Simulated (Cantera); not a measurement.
# Adiabatic ignition

An adiabatic, constant-pressure homogeneous reactor starts with 5.48 % CH3OH, 19.1 % O2, 71.8 % N2, 3.62 % H2O, at 1773 K and 0.543 atm.

Cantera simulation using GRI-Mech 3.0 (53 species, 325 reactions); the numbers are that mechanism's predictions, not measurements. GRI-Mech 3.0 was tuned for natural gas; its chemistry of methanol as a main component is partial and can be far from experiment.

```tsv
t (s)	T (K)	x CH3OH	x O2	x H2O	x CO2	x HO2
3.00e-6	1773	0.0544	0.191	0.0363	1.08e-5	0.000162
6.77e-6	1773	0.0537	0.190	0.0367	2.51e-5	0.000443
1.53e-5	1775	0.0507	0.188	0.0381	5.80e-5	0.00118
3.45e-5	1814	0.0358	0.179	0.0494	0.000197	0.00232
7.78e-5	2111	1.02e-12	0.114	0.116	0.0141	7.55e-6
0.000175	2234	<1e-12	0.103	0.114	0.0369	6.15e-6
0.000396	2367	<1e-12	0.103	0.121	0.0409	5.55e-6
0.000893	2465	<1e-12	0.103	0.127	0.0447	7.11e-6
0.00202	2489	<1e-12	0.103	0.128	0.0458	7.91e-6
0.00455	2488	<1e-12	0.102	0.128	0.0459	7.85e-6
0.0103	2484	<1e-12	0.101	0.129	0.0460	7.71e-6
0.0231	2479	<1e-12	0.0987	0.129	0.0461	7.50e-6
0.0522	2474	<1e-12	0.0971	0.129	0.0462	7.33e-6
0.118	2473	<1e-12	0.0967	0.129	0.0462	7.29e-6
0.266	2473	<1e-12	0.0967	0.129	0.0462	7.29e-6
0.600	2473	<1e-12	0.0967	0.129	0.0462	7.29e-6
```
x: mole fraction; the columns are a selection and need not sum to one.

```json
{
 "time_of_steepest_temperature_rise": "63.6 µs",
 "temperature at 0.600 s": "2473 K",
 "equilibrium_temperature": "2473 K",
 "x(CH3OH) at 0.600 s": "<1e-12 (gas-phase equilibrium <1e-12)",
 "x(O2) at 0.600 s": "0.0967 (gas-phase equilibrium 0.0967)",
 "x(H2O) at 0.600 s": "0.129 (gas-phase equilibrium 0.129)"
}
```
